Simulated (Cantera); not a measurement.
**Equilibrium for silicon carbide growth: Si(CH3)4 + HCl + H2**

Feed: 1 mol Si(CH3)4, 0.041 mol HCl, 3.5 mol H2, at 2.50 mbar.

Equilibrium computed with Cantera from the NASA thermochemical tables; the gas is ideal and each condensed phase is pure. Candidate condensed phases: C, C6H6, C7H8, C8H18, Si, SiC; 109 gas species. The tables' values for SiCl are old estimates; treat these amounts as uncertain. Gases not in the tables: Si2H6 and higher silanes. The numbers say what is thermodynamically allowed, not how fast it happens.

```tsv
T (K)	x H2	x H	x Si	x SiC2	x Si2C	n C(graphite)	n SiC(s)
1300	0.996	2.21e-5	5.13e-11	<1e-12	<1e-12	3.00	1.000
1400	0.996	9.71e-5	1.58e-9	1.10e-12	1.03e-12	3.00	1.000
1500	0.995	0.000351	3.07e-8	5.36e-11	4.67e-11	3.00	1.000
1600	0.995	0.00108	4.10e-7	1.59e-9	1.30e-9	3.00	1.000
1700	0.993	0.00294	4.03e-6	3.16e-8	2.43e-8	3.00	1.000
1800	0.988	0.00712	3.06e-5	4.46e-7	3.25e-7	3.00	1.000
1900	0.979	0.0157	0.000187	4.74e-6	3.28e-6	2.99	0.998
2000	0.962	0.0319	0.000955	3.95e-5	2.62e-5	3.00	0.989
2100	0.930	0.0601	0.00416	0.000268	0.000170	3.01	0.951
2200	0.870	0.105	0.0158	0.00152	0.000929	3.11	0.798
2300	0.758	0.169	0.0535	0.00739	0.00435	3.51	0.204
```
x: gas mole fraction; n: condensed amount in mol.

From 1300 K to 2300 K the condensed part is C(graphite) + SiC(s). The main Si-bearing gas is SiCl2 at 1300 K and Si at 2300 K.
